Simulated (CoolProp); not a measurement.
Vapour-liquid equilibrium of CHF3 (R23) (1) + sulfur hexafluoride (2) at 0.792 MPa; x and y are mole fractions of (1).

The numbers come from the multi-fluid Helmholtz-energy mixture model, Penoncello 2003 and Guder 2009; pair parameters Bell 2016 in CoolProp.

| x | bubble temperature (°C) | y at the bubble point | dew temperature at overall composition x (°C) | liquid density (mol/L) |
|---|---|---|---|---|
| 0.05 | ___ | 0.179 | ___ | 11.71 |
| 0.2 | ___ | 0.448 | -22.0 | 12.52 |
| 0.35 | -34.5 | 0.563 | -27.2 | ___ |
| 0.5 | -36.5 | 0.639 | -32.4 | 14.04 |
| 0.65 | -37.6 | 0.711 | -36.7 | 14.98 |
| 0.8 | -38.0 | 0.801 | -38.0 | ___ |
| 0.95 | ___ | 0.936 | -37.3 | 17.44 |

Problem. Some entries are withheld; supply them.

Solution. 
- 0.05, bubble temperature (°C): -21.4
- 0.05, dew temperature at overall composition x (°C): -17.2
- 0.2, bubble temperature (°C): -30.6
- 0.35, liquid density (mol/L): 13.24
- 0.8, liquid density (mol/L): 16.11
- 0.95, bubble temperature (°C): -37.4

y crosses x between x = 0.8 and 0.95: the model has an azeotrope there.

The pair parameters rest on a limited set of measurements; away from them the model extrapolates.
